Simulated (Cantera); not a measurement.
Feed: 1 mol C2F6, 5.7 mol H2, held at 1298.15 K and 11000 Pa.

Equilibrium computed with Cantera from the NASA thermochemical tables; the gas is ideal and each condensed phase is pure. Candidate condensed phases: C, C6H6, C7H8, C8H18; 95 gas species. The feed counts by its element totals alone. Equilibrium is a limit: real reactors are often held back by kinetics, nucleation or transport.

Base state: HF 0.690, H2 0.310, CH4 8.42e-5 (mole fractions); condensed: C(graphite).

**Question.** What changes in the equilibrium state with this change: C2F6 replaced by CH3Cl?

**Answer.** 
```
species            before     after
----------------  -------  --------
H2                  0.310     0.869
HCl                     0     0.130
CH4               8.42e-5  0.000662
HF                  0.690         0
C(graphite), mol     2.00     0.995
```
